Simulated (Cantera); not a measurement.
**Thermal oxidation and active oxidation of silicon: Si + H2O + H2**

A closed system holds: 1 mol Si, 0.0017 mol H2O, 5.4 mol H2, at 0.420 Pa.

These are equilibrium values from Cantera (NASA tables, ideal gas, pure condensed phases), not measurements of a reactor. Candidate condensed phases: H2O, Si, SiO2; 18 gas species. Equilibrium is a limit: real reactors are often held back by kinetics, nucleation or transport.

From 1350 K to 1650 K the condensed part is Si(s). From 1725 K to 1800 K nothing is condensed. The main Si-bearing gas is SiO at 1350 K and Si at 1800 K.

```tsv
T (K)	log p H2	log p Si	log p H	log p Si2	log p SiH	n Si(s)
1350	-5.38	-9.70	-8.31	-13.11	-11.58	0.998
1425	-5.38	-8.79	-7.86	-11.93	-10.83	0.996
1500	-5.38	-7.98	-7.45	-10.87	-10.16	0.985
1575	-5.39	-7.24	-7.08	-9.91	-9.56	0.922
1650	-5.43	-6.57	-6.75	-9.04	-9.02	0.617
1725	-5.49	-6.21	-6.48	-8.74	-8.80	0
1800	-5.53	-6.22	-6.21	-9.16	-8.92	0
```
log p: log10 of the partial pressure in bar; n: condensed amount in mol.
